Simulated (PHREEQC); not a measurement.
0.01 g of hydrous ferric oxide (600 m²/g; 0.2 weak and 0.005 strong sites per Fe, Dzombak-Morel constants, diffuse double layer) in 1 kg of water with 0.1 mol/kgw of an inert sodium salt and 0.00033 mmol/kgw SrCl2 and 7.9e-05 mmol/kgw H3BO3, at 25 °C; the pH is set by adding NaOH or the inert anion's acid. O2 is buffered at 0.21 atm. No CO2 enters from the air. No solid was allowed to form.

Equilibrium calculation in PHREEQC: ion-association model, wateq4f.dat.

```tsv
pH	Sr sorbed (%)	B sorbed (%)	surface charge σ (C/m²)	surface potential ψ (mV)
3	0.0	0.0	0.363	153
3.67	0.0	0.0	[?]	[?]
4.33	0.0	0.0	0.291	142
5	0.0	0.0	0.215	126
5.67	0.0	0.0	0.142	105
6.33	0.0	0.0	[?]	[?]
7	0.0	0.0	0.045	52
7.67	[?]	0.0	0.016	21
8.33	3.8	0.0	-0.008	-11
9	27.5	0.0	-0.034	-42
9.67	70.7	0.0	-0.068	-70
10.33	93.0	0.0	[?]	-96
11	98.4	0.0	-0.184	-118
```

Task: Fill in the missing entries.

Result: 
- 3.67, surface charge σ (C/m²): 0.342
- 3.67, surface potential ψ (mV): 150
- 6.33, surface charge σ (C/m²): 0.085
- 6.33, surface potential ψ (mV): 81
- 7.67, Sr sorbed (%): 0.3
- 10.33, surface charge σ (C/m²): -0.117

The oxide is taken as insoluble; below pH 4 it would dissolve.
